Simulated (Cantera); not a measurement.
Input: 1 mol SiH4, 0.66 mol Cl2, 9.7 mol H2, equilibrated at 10000 Pa.

Method: chemical equilibrium by Gibbs-energy minimisation in Cantera with the NASA 1993 tables (ideal gas, pure condensed phases). Candidate condensed phases: Si; 19 gas species. The tables' values for SiCl3 are old estimates; treat these amounts as uncertain. Kinetics and transport are ignored.

x: gas mole fraction; n: condensed amount in mol.

| T (°C) | x H2 | x HCl | x SiCl4 | x SiHCl3 | x SiCl2 | n Si(s) |
|---|---|---|---|---|---|---|
| 577 | 0.967 | 0.00311 | 0.0191 | 0.00983 | 1.19e-5 | 0.647 |
| 602 | 0.967 | 0.00414 | 0.0189 | 0.00966 | 2.26e-5 | 0.650 |
| 627 | 0.966 | 0.00540 | 0.0187 | 0.00947 | 4.11e-5 | 0.654 |
| 652 | 0.965 | [?] | 0.0184 | 0.00927 | [?] | 0.659 |
| 677 | 0.963 | 0.00879 | 0.0180 | 0.00903 | 0.000123 | 0.665 |
| 702 | 0.962 | 0.0110 | 0.0175 | 0.00877 | 0.000202 | 0.672 |
| 727 | 0.960 | 0.0135 | 0.0169 | 0.00847 | 0.000324 | 0.679 |
| 752 | 0.958 | 0.0164 | 0.0162 | 0.00813 | 0.000503 | 0.687 |
| 777 | 0.955 | 0.0197 | 0.0154 | 0.00774 | 0.000760 | 0.696 |
| 802 | 0.952 | [?] | 0.0144 | 0.00732 | [?] | 0.706 |
| 827 | 0.949 | 0.0273 | 0.0134 | 0.00684 | 0.00160 | 0.716 |
| 852 | 0.946 | 0.0316 | 0.0121 | 0.00631 | 0.00224 | 0.726 |
| 877 | 0.942 | 0.0361 | 0.0108 | 0.00574 | 0.00304 | 0.736 |
| 902 | 0.938 | 0.0407 | 0.00944 | 0.00514 | 0.00402 | 0.745 |

### Question
Some entries are withheld; supply them.

### Answer

- 652, x HCl: 0.00695
- 652, x SiCl2: 7.22e-5
- 802, x HCl: 0.0234
- 802, x SiCl2: 0.00112
